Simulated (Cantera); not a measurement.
What does this Cantera script print?

```python
import numpy as np
import cantera as ct

gas_names = """
    H HNO HNO2 HNO3 HO2 H2 H2O H2O2 H2S H2SO4 N NH NH2 NH3 NH2OH NO NO2 NO3 N2 N2H2 N2H4 N2O O OH O2 O3
    S SH SN SO SO2 SO3 S2 S2O S8
""".split()
cond_names = """
    H2O(s) H2O(L) H2SO4(L) S(cr1) S(cr2) S(L)
""".split()


# ... load() reads the species with a 1 bar reference pressure and builds the phases ...
atoms = {
    'S': {'S': 1},
    'H2O': {'H': 2, 'O': 1},
    'N2': {'N': 2},
}
top_T = {}  # K; cautious upper limits of use, not melting points


# ... equilibrate(T, P, feed) seeds the gas with the atoms and calls Mixture.equilibrate('TP', solver="vcs", rtol=1e-11, max_steps=5000) ...
results = []
feed = {'S': 1, 'H2O': 0.36, 'N2': 0.3}  # mol
T = 1175  # K
for P in [10, 52, 280, 1400, 7600, 40000, 210000, 1100000, 5700000, 30000000]:
    mix = equilibrate(T, P, feed)
    results.append((T, P, feed, dict(zip(mix.species_names, mix.species_moles))))
    x = sorted(zip(gas.X, gas.species_names), reverse=True)
    print(f"T = {T:g} K  P = {P:g} Pa  gas = {mix.phase_moles(0):.4g} mol")
    print("   x: " + "  ".join(f"{s} {v:.3e}" for v, s in x if v > 1e-05))
    print("   condensed (mol): " + ("  ".join(f"{mix.phase(i).name} {mix.phase_moles(i):.4g}"
          for i in range(1, mix.n_phases) if mix.phase_moles(i) > 1e-12) or "none"))
```

Result:

```
T = 1175 K  P = 10 Pa  gas = 1.18 mol
   x: S2 3.930e-01  N2 2.543e-01  H2O 2.123e-01  H2 7.918e-02  SO2 4.566e-02  H2S 1.342e-02  SO 9.844e-04  S2O 5.770e-04  SH 5.494e-04  S 2.085e-05
   condensed (mol): none
T = 1175 K  P = 52 Pa  gas = 1.171 mol
   x: S2 3.941e-01  N2 2.563e-01  H2O 2.252e-01  H2 5.916e-02  SO2 4.043e-02  H2S 2.290e-02  S2O 8.216e-04  SO 6.139e-04  SH 4.756e-04
   condensed (mol): none
T = 1175 K  P = 280 Pa  gas = 1.161 mol
   x: S2 3.915e-01  N2 2.584e-01  H2O 2.320e-01  H2 4.107e-02  SO2 3.822e-02  H2S 3.677e-02  S2O 1.211e-03  SH 3.950e-04  SO 3.912e-04
   condensed (mol): none
T = 1175 K  P = 1400 Pa  gas = 1.152 mol
   x: S2 3.855e-01  N2 2.604e-01  H2O 2.318e-01  H2S 5.356e-02  SO2 3.930e-02  H2 2.696e-02  S2O 1.815e-03  SH 3.176e-04  SO 2.643e-04
   condensed (mol): none
T = 1175 K  P = 7600 Pa  gas = 1.143 mol
   x: S2 3.757e-01  N2 2.625e-01  H2O 2.249e-01  H2S 7.388e-02  SO2 4.356e-02  H2 1.617e-02  S2O 2.861e-03  SH 2.428e-04  SO 1.811e-04
   condensed (mol): none
T = 1175 K  P = 40000 Pa  gas = 1.134 mol
   x: S2 3.631e-01  N2 2.645e-01  H2O 2.122e-01  H2S 9.581e-02  SO2 5.027e-02  H2 9.298e-03  S2O 4.537e-03  SH 1.810e-04  SO 1.273e-04
   condensed (mol): none
T = 1175 K  P = 210000 Pa  gas = 1.126 mol
   x: S2 3.477e-01  N2 2.665e-01  H2O 1.951e-01  H2S 1.194e-01  SO2 5.870e-02  S2O 7.185e-03  H2 5.169e-03  SH 1.321e-04  SO 8.993e-05
   condensed (mol): none
T = 1175 K  P = 1.1e+06 Pa  gas = 1.117 mol
   x: S2 3.298e-01  N2 2.685e-01  H2O 1.748e-01  H2S 1.446e-01  SO2 6.805e-02  S2O 1.125e-02  H2 2.807e-03  SH 9.477e-05  SO 6.316e-05  S8 2.279e-05
   condensed (mol): none
T = 1175 K  P = 5.7e+06 Pa  gas = 1.101 mol
   x: S2 3.039e-01  N2 2.724e-01  H2S 1.704e-01  H2O 1.549e-01  SO2 7.744e-02  S2O 1.703e-02  S8 2.285e-03  H2 1.514e-03  SH 6.682e-05  SO 4.375e-05
   condensed (mol): none
T = 1175 K  P = 3e+07 Pa  gas = 0.8367 mol
   x: N2 3.586e-01  H2O 2.477e-01  H2S 1.814e-01  S2 1.082e-01  SO2 8.507e-02  S2O 1.246e-02  S8 5.358e-03  H2 1.178e-03  SH 3.516e-05  SO 2.339e-05
   condensed (mol): S(L) 0.5392
```

Equilibrium computed with Cantera from the NASA thermochemical tables; the gas is ideal and each condensed phase is pure. The ideal-gas law is rough above about 30 bar. Gases not in the tables: S3 to S7.
